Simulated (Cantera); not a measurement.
## Thermodynamics of thermal oxidation and active oxidation of silicon, feed Si + N2O + H2

A closed system holds: 1 mol Si, 1.3 mol N2O, 880 mol H2, held at 0.000470 bar.

Method: chemical equilibrium by Gibbs-energy minimisation in Cantera with the NASA 1993 tables (ideal gas, pure condensed phases). Candidate condensed phases: H2O, Si, SiO2, Si2N2O, Si3N4; 35 gas species. Mutual solubility and eutectic melting of coexisting phases are not modelled. The tables hold silica as quartz up to 1696 K and as liquid above; real silica turns to tridymite and cristobalite and melts near 1996 K. The numbers say what is thermodynamically allowed, not how fast it happens.

| T (K) | log p H2 | log p N2 | log p SiO | log p H | log p H2O | log p NH3 | log p OH | n SiO2(β-quartz) | n Si2N2O(s) |
|---|---|---|---|---|---|---|---|---|---|
| 950 | -3.33 | -6.24 | -13.79 | -10.92 | -9.35 | -11.20 | <-15 | 0.533 | 0.234 |
| 1025 | -3.33 | -6.25 | -11.74 | -10.03 | -9.18 | -11.42 | <-15 | 0.533 | 0.234 |
| 1100 | -3.33 | -6.25 | -9.97 | -9.25 | -9.04 | -11.61 | <-15 | 0.532 | 0.234 |
| 1175 | -3.33 | -6.24 | -8.43 | -8.58 | -8.91 | -11.78 | <-15 | 0.529 | 0.232 |
| 1250 | -3.33 | -6.23 | -7.09 | -7.98 | -8.80 | -11.92 | <-15 | 0.480 | 0.183 |
| 1325 | -3.33 | -6.16 | -6.42 | -7.45 | -8.17 | -12.02 | -14.13 | 0.287 | 0 |
| 1400 | -3.33 | -6.16 | -6.34 | -6.98 | -7.10 | -12.14 | -12.45 | 0.151 | 0 |
| 1475 | -3.33 | -6.16 | -6.27 | -6.55 | -6.80 | -12.25 | -11.60 | 0 | 0 |
log p: log10 of the partial pressure in bar; n: condensed amount in mol.

From 950 K to 1250 K the condensed part is SiO2(β-quartz) + Si2N2O(s). From 1325 K to 1400 K the condensed part is SiO2(β-quartz). At 1475 K nothing is condensed.
